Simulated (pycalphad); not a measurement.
Ta-Ti solution, phase BCC_A2, at 2950 K; mixing quantities and activities refer to the pure elements in the same phase at that temperature, stable or not. Over part of the range this solution is metastable.

Source of the numbers: pycalphad with the COST 507 light-alloy database (1999); pressure 1 atm. The data set is of 1999 and partly superseded.

The enthalpy of mixing at x = 0.5 is 3.00 kJ/mol.

Problem. Take a regular solution with Ω = 4 ΔH(0.5). How do its activities of Ti, and those of an ideal solution, compare with the assessed ones?

Solution. Ω = 12.0 kJ/mol, a = x exp[Ω(1 − x)²/RT].

```tsv
x(Ti)	ideal	regular	assessed	assessed / regular
0.02	0.02	0.0320	0.0292	0.91
0.05	0.05	0.0778	0.0722	0.93
0.1	0.1	0.149	0.141	0.95
0.2	0.2	0.274	0.270	0.99
0.3	0.3	0.381	0.385	1.0
0.4	0.4	0.477	0.488	1.0
0.5	0.5	0.565	0.580	1.0
0.6	0.6	0.649	0.664	1.0
0.7	0.7	0.732	0.744	1.0
0.8	0.8	0.816	0.823	1.0
0.9	0.9	0.904	0.907	1.0
0.95	0.95	0.951	0.952	1.0
0.98	0.98	0.980	0.980	1.0
```
The regular model is symmetric and has no excess entropy; the assessment has an excess entropy of 0.0 J/(mol K) at x = 0.5, and ΔH = 1.68 at x = 0.2 against 2.16 kJ/mol at 0.8.

BCC_A2 is bcc.
